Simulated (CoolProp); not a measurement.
Hydrogen chloride along the isobar 21800 kPa: fugacity coefficient from the reference equation and from simpler models built on Tc = 324.7 K, pc = 8314 kPa, ω = 0.130; each cubic takes its own stable root.

The numbers come from the reference Helmholtz-energy equation of state, Thol 2018 in CoolProp.

```json
[
 {"T (K)": "294.1", "phase": "liquid", "reference": "0.1963", "van der Waals": "0.2918", "Redlich-Kwong": "0.2267", "Soave-Redlich-Kwong": "___", "Peng-Robinson": "0.2036"},
 {"T (K)": "322.8", "phase": "liquid", "reference": "0.3043", "van der Waals": "0.3777", "Redlich-Kwong": "0.3364", "Soave-Redlich-Kwong": "0.3357", "Peng-Robinson": "0.3145"},
 {"T (K)": "351.6", "phase": "supercritical", "reference": "0.4232", "van der Waals": "0.4637", "Redlich-Kwong": "0.4495", "Soave-Redlich-Kwong": "0.4614", "Peng-Robinson": "0.4328"},
 {"T (K)": "380.3", "phase": "supercritical", "reference": "0.5363", "van der Waals": "0.5447", "Redlich-Kwong": "0.5525", "Soave-Redlich-Kwong": "0.5762", "Peng-Robinson": "___"},
 {"T (K)": "409.1", "phase": "supercritical", "reference": "0.6296", "van der Waals": "0.6175", "Redlich-Kwong": "0.6384", "Soave-Redlich-Kwong": "0.6703", "Peng-Robinson": "0.6311"},
 {"T (K)": "437.9", "phase": "supercritical", "reference": "0.7009", "van der Waals": "___", "Redlich-Kwong": "0.7066", "Soave-Redlich-Kwong": "0.7443", "Peng-Robinson": "0.7030"},
 {"T (K)": "466.6", "phase": "supercritical", "reference": "0.7562", "van der Waals": "0.7301", "Redlich-Kwong": "0.7606", "Soave-Redlich-Kwong": "___", "Peng-Robinson": "0.7605"},
 {"T (K)": "495.4", "phase": "supercritical", "reference": "0.8005", "van der Waals": "0.7721", "Redlich-Kwong": "0.8041", "Soave-Redlich-Kwong": "0.8493", "Peng-Robinson": "0.8074"},
 {"T (K)": "524.1", "phase": "supercritical", "reference": "0.8364", "van der Waals": "0.8067", "Redlich-Kwong": "0.8394", "Soave-Redlich-Kwong": "0.8868", "Peng-Robinson": "0.8456"},
 {"T (K)": "552.9", "phase": "supercritical", "reference": "0.8661", "van der Waals": "0.8357", "Redlich-Kwong": "0.8683", "Soave-Redlich-Kwong": "0.9172", "Peng-Robinson": "0.8771"},
 {"T (K)": "581.6", "phase": "supercritical", "reference": "0.8907", "van der Waals": "___", "Redlich-Kwong": "0.8922", "Soave-Redlich-Kwong": "0.9419", "Peng-Robinson": "0.9032"}
]
```

Task: Some entries are withheld; supply them.

Result: 
- 294.1, Soave-Redlich-Kwong: 0.2174
- 380.3, Peng-Robinson: 0.5413
- 437.9, van der Waals: 0.6793
- 466.6, Soave-Redlich-Kwong: 0.8026
- 581.6, van der Waals: 0.8600
